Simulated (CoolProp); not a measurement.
Aqueous ethanol as a coolant, at 29 °C, 1 atm.

Values from CoolProp's Melinder's fits for secondary coolants.

```tsv
mass %	freezing point (°C)	density (kg/m³)	Prandtl number	viscosity (mPa s)	cp (kJ/(kg K))
2.6	-1.1	990.9	6.39	0.904	4.189
8.5	-3.6	981.2	8.68	1.12	4.258
14.4	-7.0	972.8	___	1.37	4.308
20.4	-11.4	964.1	14.8	1.62	___
26.3	-16.6	954.8	17.9	1.82	4.278
32.3	-22.3	944.1	20.5	1.97	___
38.2	-27.9	932.4	22.6	2.06	4.107
44.2	-33.1	919.5	24.3	2.09	3.999
50.1	-37.7	___	25.5	2.09	3.885
56	-41.9	892.6	26.1	___	3.748
```

**Question.** What belongs in the gaps?

**Answer.** 
- 14.4, Prandtl number: 11.6
- 20.4, cp (kJ/(kg K)): 4.316
- 32.3, cp (kJ/(kg K)): 4.203
- 50.1, density (kg/m³): 906.1
- 56, viscosity (mPa s): 2.05
